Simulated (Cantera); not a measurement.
Cantera run:

```python
import numpy as np
import cantera as ct

gas_names = """
    N NO NO2 NO3 N2 N2O O O2 O3 V VN VO VO2
""".split()
cond_names = """
    V(cr) V(L) VN(s) VO(s) VO(L) V2O3(s) V2O3(L) V2O4(I) V2O4(II) V2O4(L) V2O5(s) V2O5(L)
""".split()


def load(file, names, dense=False):
    # The tables refer to 1 bar. Condensed volumes are neglected.
    table = {s.name: s for s in ct.Species.list_from_file(file)}
    out = []
    for n in names:
        d = dict(table[n].input_data)
        d["thermo"] = dict(d["thermo"], **{"reference-pressure": 1e5})
        if dense:
            d["equation-of-state"] = {"model": "constant-volume", "density": "1e6 g/cm^3"}
        out.append(ct.Species.from_dict(d))
    return out


gas = ct.Solution(thermo="ideal-gas", species=load("nasa_gas.yaml", gas_names))
cond = {s.name: ct.Solution(thermo="fixed-stoichiometry", species=[s], name=s.name)
        for s in load("nasa_condensed.yaml", cond_names, dense=True)}
atoms = {
    'V': {'V': 1},
    'O2': {'O': 2},
    'N2': {'N': 2},
}
top_T = {'VN(s)': 2300}  # K; cautious upper limits of use, not melting points


def equilibrate(T, P, feed):
    n = {}
    for name, mol in feed.items():
        for a, k in atoms[name].items():
            n[a] = n.get(a, 0.0) + k * mol
    gas.TPX = T, P, n
    mass = sum(n.values()) * gas.mean_molecular_weight
    gas.equilibrate("TP")
    valid = [c for c in cond.values() if c.min_temp <= T <= top_T.get(c.name, c.max_temp)]
    mix = ct.Mixture([(gas, mass / gas.mean_molecular_weight)] + [(c, 0.0) for c in valid])
    mix.T, mix.P = T, P
    mix.equilibrate("TP", solver="vcs", rtol=1e-11, max_steps=5000)
    return mix


results = []
feed = {'V': 1, 'O2': 0.081, 'N2': 39}  # mol
P = 270000  # Pa
for T in [898, 1098, 1298, 1498, 1698, 1898, 2098, 2298]:
    mix = equilibrate(T, P, feed)
    results.append((T, P, feed, dict(zip(mix.species_names, mix.species_moles))))

top = {s: max(r[3][s] / sum(r[3][g] for g in gas_names) for r in results) for s in gas_names}
cols = sorted((s for s in top if top[s] > 1e-05), key=lambda s: -top[s])[:6]
seen = [c for c in cond_names if any(r[3].get(c, 0) > 1e-12 for r in results)]
print("log10 of partial pressures in bar; condensed amounts in mol")
print(f"{'T/K':>10s}" + "".join(f"{s[:9]:>10s}" for s in cols + seen))
for T, P, feed, n in results:
    ng = sum(n[g] for g in gas_names)
    print(f"{T:10.4g}" + "".join(f"{np.log10(max(n[s] / ng * P / 1e5, 1e-99)):10.3f}" for s in cols)
          + "".join(f"{n.get(c, 0):10.4g}" for c in seen))
```

Result:

```
log10 of partial pressures in bar; condensed amounts in mol
       T/K        N2        VO       VO2     VN(s)     VO(s)     VO(L)   V2O3(s)
       898     0.431   -24.344   -20.504     0.892         0         0     0.054
      1098     0.431   -18.060   -15.286     0.892         0         0     0.054
      1298     0.431   -13.746   -11.714     0.892         0         0     0.054
      1498     0.431   -10.611    -9.125     0.892         0         0     0.054
      1698     0.431    -8.238    -7.172     0.892         0         0     0.054
      1898     0.431    -6.436    -5.757     0.838    0.1619         0         0
      2098     0.431    -5.109    -4.860    0.8382         0    0.1615         0
      2298     0.431    -4.125    -4.330    0.8385         0    0.1596         0
```

These are equilibrium values from Cantera (NASA tables, ideal gas, pure condensed phases), not measurements of a reactor. Mutual solubility and eutectic melting of coexisting phases are not modelled. VN, VO: taken at fixed stoichiometry. Condensed phases not in the tables: the oxides between V2O3 and V2O5 other than VO2, solid solutions among these carbides, nitrides and lower oxides, V2N.
